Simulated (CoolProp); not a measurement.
Vapour-liquid equilibrium of ethane (1) + C2F6 (R116) (2) at 14.9 bar; x and y are mole fractions of (1).

Values from CoolProp's multi-fluid Helmholtz-energy mixture model, Bücker 2006 and Lemmon 2006; pair parameters Bell 2016.

```csv
x,bubble temperature (°C),y at the bubble point,dew temperature at overall composition x (°C),liquid density (mol/L)
0.05,-10.6,0.095,-9.3,8.978
0.15,-15.6,0.261,-12.2,9.460
0.25,-19.4,0.389,-15.2,9.920
0.35,-22.1,0.484,-18.2,10.37
0.45,-23.7,0.554,-21.1,10.83
0.55,-24.6,0.609,-23.6,11.34
0.65,-25.0,0.658,-25.0,11.93
0.75,-24.8,0.711,-24.3,12.62
0.85,-23.8,0.782,-22.3,13.40
0.95,-21.0,0.903,-19.7,14.21
```

y crosses x between x = 0.65 and 0.75: the model has an azeotrope there.

Pair parameters are fitted to limited data, so mixtures are less certain than the pure fluids.
